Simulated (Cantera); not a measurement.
Input: 1 mol CCl4, at 3573 K and 2.50 mbar.

Method: chemical equilibrium by Gibbs-energy minimisation in Cantera with the NASA 1993 tables (ideal gas, pure condensed phases). The tables' values for CCl are old estimates; treat these amounts as uncertain. Rates play no part.

```json
[
 {"species": "Cl", "before": "0.826", "after": "1.000"},
 {"species": "Cl2", "before": "3.57e-6", "after": "0.000274"},
 {"species": "C3", "before": "0.00934", "after": "8.98e-5"},
 {"species": "C", "before": "0.151", "after": "3.30e-5"},
 {"species": "C2", "before": "0.0137", "after": "8.20e-6"},
 {"species": "CCl", "before": "4.46e-5", "after": "2.63e-6"},
 {"species": "C(graphite), mol", "before": "0", "after": "0.999"}
]
```
Gas species are given as mole fractions.

Task: What was changed between the two runs?
A. temperature from 3573 K to 2673 K
B. temperature from 3573 K to 625 K
C. temperature from 3573 K to 2098.15 K
D. temperature from 3573 K to 2450 K

Result: D, temperature from 3573 K to 2450 K
